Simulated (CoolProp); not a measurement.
Water at 393.84 K and 4.97 MPa flows at 0.085 m/s in a round tube of 2 mm bore and 1.5 µm roughness, fully developed (64/Re and Nu = 3.66 if laminar; Colebrook and Gnielinski if turbulent). Each further row changes one setting.

Model: reference Helmholtz-energy equation of state, Wagner 2002, in CoolProp.

```json
[
 {"case": "as stated", "Reynolds number": "693", "Darcy friction factor": "[?]", "pressure drop (Pa/m)": "158", "heat-transfer coefficient (W/(m² K))": "1250", "mass flow (kg/h)": "0.908"},
 {"case": "velocity 0.17 m/s", "Reynolds number": "1390", "Darcy friction factor": "0.0462", "pressure drop (Pa/m)": "[?]", "heat-transfer coefficient (W/(m² K))": "1250", "mass flow (kg/h)": "1.82"},
 {"case": "diameter 4 mm", "Reynolds number": "1390", "Darcy friction factor": "0.0462", "pressure drop (Pa/m)": "[?]", "heat-transfer coefficient (W/(m² K))": "[?]", "mass flow (kg/h)": "[?]"}
]
```

Task: What belongs in the gaps?

Result: 
- as stated, Darcy friction factor: 0.0924
- velocity 0.17 m/s, pressure drop (Pa/m): 315
- diameter 4 mm, pressure drop (Pa/m): 39.4
- diameter 4 mm, heat-transfer coefficient (W/(m² K)): 627
- diameter 4 mm, mass flow (kg/h): 3.63

Viscosity comes from a separate model (Huber 2009). Thermal conductivity comes from a separate model (Huber 2012).
